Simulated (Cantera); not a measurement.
An adiabatic, constant-pressure homogeneous reactor starts with C₃H₈ : O₂ : N₂ = 1 : 8.93 : 33.6 (molar parts), equivalence ratio 0.56, at 1425 K and 3.45 atm. Integrator tolerance rtol = 1e-08.

Computed with Cantera and GRI-Mech 3.0 (53 species, 325 reactions). GRI-Mech 3.0 was tuned for natural gas; its chemistry of propane as a main component is partial and can be far from experiment.

Task: What does this change do: pressure from 3.45 atm to 12.8 atm?

Result: 
| quantity | before | after |
|---|---|---|
| time of steepest temperature rise | 82.7 µs | 41.9 µs |
| temperature at 2.00 s | 2492 K | 2518 K |
| equilibrium temperature | 2492 K | 2518 K |
| x(C₃H₈) at 2.00 s | <1e-12 (gas-phase equilibrium <1e-12) | <1e-12 (gas-phase equilibrium <1e-12) |
| x(O₂) at 2.00 s | 0.0806 (gas-phase equilibrium 0.0806) | 0.0802 (gas-phase equilibrium 0.0802) |
| x(CO₂) at 2.00 s | 0.0628 (gas-phase equilibrium 0.0628) | 0.0645 (gas-phase equilibrium 0.0645) |
| x(CH₂O) at 2.00 s | 5.38e-12 (gas-phase equilibrium 5.38e-12) | 7.36e-12 (gas-phase equilibrium 7.36e-12) |
| x(H₂) at 2.00 s | 0.000915 (gas-phase equilibrium 0.000915) | 0.000549 (gas-phase equilibrium 0.000549) |
| x(H₂O) at 2.00 s | 0.0845 (gas-phase equilibrium 0.0845) | 0.0859 (gas-phase equilibrium 0.0859) |
The pressure lies above the range GRI-Mech 3.0 was tuned for (to about 10 atm).

Task: What does this change do: N2 33.6 to 71 parts?

Result: 
| quantity | before | after |
|---|---|---|
| time of steepest temperature rise | 82.7 µs | 0.121 ms |
| temperature at 2.00 s | 2492 K | 2082 K |
| equilibrium temperature | 2492 K | 2082 K |
| x(C₃H₈) at 2.00 s | <1e-12 (gas-phase equilibrium <1e-12) | <1e-12 (gas-phase equilibrium <1e-12) |
| x(O₂) at 2.00 s | 0.0806 (gas-phase equilibrium 0.0806) | 0.0455 (gas-phase equilibrium 0.0454) |
| x(CO₂) at 2.00 s | 0.0628 (gas-phase equilibrium 0.0628) | 0.0364 (gas-phase equilibrium 0.0364) |
| x(CH₂O) at 2.00 s | 5.38e-12 (gas-phase equilibrium 5.38e-12) | <1e-12 (gas-phase equilibrium <1e-12) |
| x(H₂) at 2.00 s | 0.000915 (gas-phase equilibrium 0.000915) | 6.37e-5 (gas-phase equilibrium 6.36e-5) |
| x(H₂O) at 2.00 s | 0.0845 (gas-phase equilibrium 0.0845) | 0.0482 (gas-phase equilibrium 0.0482) |
